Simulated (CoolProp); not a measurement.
The fluid at 293.15 K and 0.0809 MPa expands adiabatically to 0.01 MPa with isentropic efficiency 0.7. The same conditions are run with several fluids, on thermodynamics alone (safety and materials aside).

Values from CoolProp's reference Helmholtz-energy equation of state of each fluid (cis-2-butene: Lemmon 2005; sulfur hexafluoride: Guder 2009; R143a: Lemmon and Jacobsen 2000; ethane: Bücker 2006; n-butane: Bücker 2006).

Q: Rank cis-2-butene, sulfur hexafluoride, R143a, ethane, n-butane by work (kJ/kg), highest first.

A: ethane (99.1), cis-2-butene (55.7), n-butane (55.1), R143a (37.4), sulfur hexafluoride (22.1)

| fluid | final temperature (K) | final density (kg/m³) |
|---|---|---|
| cis-2-butene | 249.2 | 0.272 |
| sulfur hexafluoride | 257.1 | 0.685 |
| R143a | 248.9 | 0.407 |
| ethane | 230.7 | 0.157 |
| n-butane | 256.8 | 0.274 |
